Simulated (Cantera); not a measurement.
Input: 1 mol TEOS, 13 mol O₂, 16 mol N₂, held at 19.5 Torr.

Cantera equilibrium calculation (NASA polynomials, part measured and part estimated; ideal gas, pure solids and liquids). Candidate condensed phases: C, C₆H₆, C₇H₈, C₈H₁₈, H₂O, Si, SiC, SiO₂, Si₂N₂O, Si₃N₄; 151 gas species. The feed counts by its element totals alone. The tables hold silica as quartz up to 1696 K and as liquid above; real silica turns to tridymite and cristobalite and melts near 1996 K. Rates play no part.

Which condensed phases are stable at each of these points (T (K)): 573, 723, 873, 1023, 1173, 1323, 1473, 1623, 1773, 1923, 2073?


```csv
T (K),condensed phases,Si condensed (%)
573,SiO₂(α-quartz),100.0
723,SiO₂(α-quartz),100.0
873,SiO₂(β-quartz),100.0
1023,SiO₂(β-quartz),100.0
1173,SiO₂(β-quartz),100.0
1323,SiO₂(β-quartz),100.0
1473,SiO₂(β-quartz),100.0
1623,SiO₂(β-quartz),100.0
1773,SiO₂(condensed),100.0
1923,SiO₂(condensed),100.0
2073,SiO₂(l),99.4
```

From 573 K to 723 K the condensed part is SiO₂(α-quartz). From 873 K to 1623 K the condensed part is SiO₂(β-quartz). From 1773 K to 1923 K the condensed part is SiO₂(condensed). At 2073 K the condensed part is SiO₂(l).
